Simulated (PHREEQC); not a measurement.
K2CO3 is added in steps, without added water, to 1 kg of water holding 0.93 mol KCl, 0.59 mol NaHCO3 and 0.00039 mol H4SiO4, at 24 °C. CO2 from the air is kept out. The run lets Halite, Kalicinite, Nahcolite, Natron, SiO2(a), Sylvite, Trona precipitate or redissolve, and no other solid.

Base run: PHREEQC, Pitzer model, pitzer.dat. Each further column changes one thing. The table gives pH.

```tsv
K2CO3 added (mol)	base	database wateq4f.dat
0	7.75	7.67
0.093	8.70	8.56
0.186	9.00	8.87
0.279	9.19	9.06
0.372	9.32	9.20
0.465	9.43	9.30
0.558	9.52	9.39
0.651	9.60	9.47
0.744	9.67	9.54
0.837	9.73	9.60
0.93	9.79	9.65
```

In brines, pH and single-ion activities rest on the MacInnes convention. The ionic strength passes 0.7 mol/kgw, the rough limit of the ion-association models, in part of: database wateq4f.dat. pitzer.dat has no redox and few complexes: it carries them in its interaction parameters. Solids allowed in the column 'database wateq4f.dat': Chalcedony, Halite, Nahcolite, Natron.
